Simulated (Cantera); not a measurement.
A closed system holds: 1 mol PbO, 0.038 mol O₂, 0.63 mol N₂, equilibrated at 101000 Pa.

These are equilibrium values from Cantera (NASA tables, ideal gas, pure condensed phases), not measurements of a reactor. Candidate condensed phases: Pb, PbO, PbO₂, Pb₃O₄; 12 gas species. Gases not in the tables: (PbO)n polymers. Kinetics and transport are ignored.

### Question
Which condensed phases are stable at each of these points (T (°C)): 252, 327, 402, 477, 552, 627, 702, 777, 852, 927, 1002, 1077, 1152, 1227?

### Answer
| T (°C) | condensed phases | Pb condensed (%) |
|---|---|---|
| 252 | PbO(red) + Pb₃O₄(s) | 100.0 |
| 327 | PbO(red) + Pb₃O₄(s) | 100.0 |
| 402 | PbO(red) | 100.0 |
| 477 | PbO(red) | 100.0 |
| 552 | PbO(yellow) | 100.0 |
| 627 | PbO(yellow) | 100.0 |
| 702 | PbO(yellow) | 100.0 |
| 777 | PbO(yellow) | 100.0 |
| 852 | PbO(yellow) | 100.0 |
| 927 | PbO(l) | 100.0 |
| 1002 | PbO(l) | 100.0 |
| 1077 | PbO(l) | 99.9 |
| 1152 | PbO(l) | 99.8 |
| 1227 | PbO(l) | 99.4 |

From 252 °C to 327 °C the condensed part is PbO(red) + Pb₃O₄(s). From 402 °C to 477 °C the condensed part is PbO(red). From 552 °C to 852 °C the condensed part is PbO(yellow). From 927 °C to 1227 °C the condensed part is PbO(l).
